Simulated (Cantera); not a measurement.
Mixture: 4.57 % CH₄, 0.274 % C₂H₆, 15.1 % O₂, 80.1 % N₂, equivalence ratio 0.67, at 17300 Torr, adiabatic and at constant volume. Ignition delay is the time to a rise of 400 K.

Cantera simulation using GRI-Mech 3.0 (53 species, 325 reactions); the numbers are that mechanism's predictions, not measurements. The pressure lies above the range GRI-Mech 3.0 was tuned for (to about 10 atm).

At T0 = 1448 K, what is the delay, and which 8 reactions control it most (d ln τ / d ln k, from doubling and halving each rate constant)?

The delay is 73.6 µs.
```tsv
reaction	d ln τ / d ln k	faster rate
CH3 + HO2 <=> CH3O + OH	-0.58	shortens it
H + O2 <=> O + OH	-0.43	shortens it
2 CH3 (+M) <=> C2H6 (+M)	0.32	lengthens it
CH4 + OH <=> CH3 + H2O	0.29	lengthens it
CH3 + O2 <=> CH3O + O	-0.28	shortens it
CH4 + H <=> CH3 + H2	0.28	lengthens it
C2H6 + OH <=> C2H5 + H2O	-0.23	shortens it
2 HO2 <=> H2O2 + O2	0.16	lengthens it
```
